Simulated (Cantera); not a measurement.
**Adiabatic ignition**

An adiabatic, constant-pressure homogeneous reactor starts with CH₃OH : O₂ : N₂ = 1 : 3.06 : 11.5 (molar parts), equivalence ratio 0.49, at 1475 K and 2.70 bar.

Computed with Cantera and GRI-Mech 3.0 (53 species, 325 reactions). GRI-Mech 3.0 was tuned for natural gas; its chemistry of methanol as a main component is partial and can be far from experiment.

| t (s) | T (K) | x CH₃OH | x O₂ | x H₂O | x C₂H₂ | x HCO |
|---|---|---|---|---|---|---|
| 8.00e-6 | 1475 | 0.0642 | 0.197 | 3.26e-5 | 1.66e-12 | 7.58e-10 |
| 2.33e-5 | 1475 | 0.0640 | 0.196 | 0.000125 | 5.87e-12 | 4.99e-9 |
| 6.76e-5 | 1478 | 0.0620 | 0.195 | 0.00128 | 3.36e-11 | 1.43e-7 |
| 0.000196 | 2369 | <1e-12 | 0.0960 | 0.113 | <1e-12 | 4.29e-9 |
| 0.000571 | 2456 | <1e-12 | 0.0954 | 0.118 | <1e-12 | 5.86e-10 |
| 0.00166 | 2454 | <1e-12 | 0.0949 | 0.118 | <1e-12 | 5.78e-10 |
| 0.00482 | 2450 | <1e-12 | 0.0936 | 0.118 | <1e-12 | 5.57e-10 |
| 0.0140 | 2442 | <1e-12 | 0.0913 | 0.118 | <1e-12 | 5.21e-10 |
| 0.0407 | 2436 | <1e-12 | 0.0896 | 0.119 | <1e-12 | 4.95e-10 |
| 0.118 | 2436 | <1e-12 | 0.0895 | 0.119 | <1e-12 | 4.93e-10 |
| 0.344 | 2436 | <1e-12 | 0.0894 | 0.119 | <1e-12 | 4.93e-10 |
| 1.00 | 2436 | <1e-12 | 0.0894 | 0.119 | <1e-12 | 4.93e-10 |
x: mole fraction; the columns are a selection and need not sum to one.

The time of steepest temperature rise is 0.151 ms and the temperature at 1.00 s is 2436 K. The equilibrium temperature comes out as 2436 K and the x(CH₃OH) at 1.00 s is <1e-12 (gas-phase equilibrium <1e-12). The x(O₂) at 1.00 s is 0.0894 (gas-phase equilibrium 0.0894) and the x(H₂O) at 1.00 s is 0.119 (gas-phase equilibrium 0.119).
